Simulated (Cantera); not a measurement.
An adiabatic, constant-pressure homogeneous reactor starts with 3.24 % CH4, 20.2 % O2, 76.1 % N2, 0.453 % H2, at 1575 K and 750 Torr.

Model: GRI-Mech 3.0 (53 species, 325 reactions), integrated in Cantera.

One state of this run: T (K) = 2230; x CH4 = <1e-12; x O2 = 0.133; x H2O = 0.0652; x CH3 = <1e-12; x C2H = <1e-12. x: mole fraction; the columns are a selection and need not sum to one.

Q: Which value of t (s) does it belong to?
A) 0.000834
B) 1.00e-6
C) 5.37e-6
D) 2.32e-6

A: A, 0.000834
